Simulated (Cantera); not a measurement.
An isothermal, constant-pressure homogeneous reactor starts with 66.2 % NH₃, 33.8 % H₂, at 2175 K and 0.326 atm.

Detailed kinetics in Cantera: the gas-phase N/H chemistry of the illustrative SiF4/NH3 mechanism in the Surface Chemkin manual (1991). Walls and surfaces, which speed up NH3 decomposition in real reactors, are not modelled.

x: mole fraction; the columns are a selection and need not sum to one.

```csv
t (s),x NH₃,x H₂,x H,x NH,x N,x N₂H₄
0.000200,0.655,0.342,0.000353,4.34e-5,2.23e-6,1.76e-7
0.000616,0.637,0.354,0.000373,4.42e-5,2.33e-6,1.73e-7
0.00190,0.585,0.390,(withheld),4.37e-5,2.43e-6,1.53e-7
0.00585,0.459,0.479,(withheld),4.18e-5,2.65e-6,1.09e-7
0.0180,0.238,0.633,(withheld),3.53e-5,2.96e-6,4.47e-8
0.0555,0.0436,0.768,(withheld),2.12e-5,3.29e-6,4.66e-9
0.171,0.000301,0.794,0.00743,2.09e-6,1.24e-6,3.09e-12
0.527,3.22e-5,0.794,0.00762,2.35e-7,1.43e-7,<1e-12
1.62,8.62e-6,0.794,0.00762,6.30e-8,3.83e-8,<1e-12
5.00,2.93e-6,0.794,0.00762,2.14e-8,1.30e-8,<1e-12
```

**Question.** Some entries are withheld; supply them.

**Answer.** 
- 0.00190, x H: 0.000420
- 0.00585, x H: 0.000553
- 0.0180, x H: 0.000902
- 0.0555, x H: 0.00193
